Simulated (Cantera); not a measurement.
An isothermal, constant-pressure homogeneous reactor starts with NH₃ : N₂ = 1 : 0.16 (molar parts), at 1575 K and 0.550 bar.

Model: the gas-phase N/H chemistry of the illustrative SiF4/NH3 mechanism in the Surface Chemkin manual (1991), integrated in Cantera. Walls and surfaces, which speed up NH3 decomposition in real reactors, are not modelled.

**Question.** Predict: x(NH₃) at 5.00 s; x(N) at 5.00 s; x(H₂) at 5.00 s; x(N₂) at 5.00 s; x(N₂H₄) at 5.00 s; x(NH₂) at 5.00 s; x(NH) at 5.00 s.

**Answer.** 
| Quantity | Value |
|---|---|
| x(NH₃) at 5.00 s | 0.598 (gas-phase equilibrium 8.67e-6) |
| x(N) at 5.00 s | 4.89e-9 (gas-phase equilibrium <1e-12) |
| x(H₂) at 5.00 s | 0.213 (gas-phase equilibrium 0.694) |
| x(N₂) at 5.00 s | 0.189 (gas-phase equilibrium 0.306) |
| x(N₂H₄) at 5.00 s | 8.54e-8 (gas-phase equilibrium <1e-12) |
| x(NH₂) at 5.00 s | 6.32e-5 (gas-phase equilibrium 1.37e-9) |
| x(NH) at 5.00 s | 2.15e-7 (gas-phase equilibrium 7.35e-12) |
